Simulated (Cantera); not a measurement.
Input (Python, Cantera) and output of one run.

```python
import numpy as np
import cantera as ct

gas_names = """
    N NO NO2 NO3 N2 N2O O O2 O3 Si SiN SiO SiO2 Si2 Si2N Si3
""".split()
cond_names = """
    Si(cr) Si(L) SiO2(Lqz) SiO2(hqz) SiO2(L) Si2N2O(s) Si3N4(a)
""".split()


# ... load() reads the species with a 1 bar reference pressure and builds the phases ...
atoms = {
    'Si3N4': {'Si': 3, 'N': 4},
    'N2O': {'N': 2, 'O': 1},
    'N2': {'N': 2},
}
top_T = {'Si2N2O(s)': 2100, 'Si3N4(a)': 2400}  # K; cautious upper limits of use, not melting points


# ... equilibrate(T, P, feed) seeds the gas with the atoms and calls Mixture.equilibrate('TP', solver="vcs", rtol=1e-11, max_steps=5000) ...
results = []
feed = {'Si3N4': 1, 'N2O': 0.23, 'N2': 19}  # mol
P = 100000  # Pa
for T in [1550, 1650, 1750, 1850, 1950, 2050, 2150]:
    mix = equilibrate(T, P, feed)
    results.append((T, P, feed, dict(zip(mix.species_names, mix.species_moles))))

top = {s: max(r[3][s] / sum(r[3][g] for g in gas_names) for r in results) for s in gas_names}
cols = sorted((s for s in top if top[s] > 0.001), key=lambda s: -top[s])[:7]
seen = [c for c in cond_names if any(r[3].get(c, 0) > 1e-12 for r in results)]
print("log10 of partial pressures in bar; condensed amounts in mol")
print(f"{'T/K':>10s}" + "".join(f"{s[:9]:>10s}" for s in cols + seen))
for T, P, feed, n in results:
    ng = sum(n[g] for g in gas_names)
    print(f"{T:10.4g}" + "".join(f"{np.log10(max(n[s] / ng * P / 1e5, 1e-99)):10.3f}" for s in cols)
          + "".join(f"{n.get(c, 0):10.4g}" for c in seen))
```

It prints:

```
log10 of partial pressures in bar; condensed amounts in mol
       T/K        N2       SiO     Si(L) Si2N2O(s)  Si3N4(a)
      1550    -0.000    -6.856         0      0.23    0.8467
      1650    -0.000    -5.681         0      0.23    0.8467
      1750    -0.000    -4.643         0    0.2296    0.8468
      1850    -0.000    -3.722         0    0.2263    0.8479
      1950    -0.001    -2.897         0    0.2055    0.8548
      2050    -0.003    -2.156         0   0.09382    0.8917
      2150    -0.005    -1.970     2.762         0         0
```

Cantera equilibrium calculation (NASA polynomials, part measured and part estimated; ideal gas, pure solids and liquids). Mutual solubility and eutectic melting of coexisting phases are not modelled. The tables' values for SiN are old estimates; treat these amounts as uncertain.
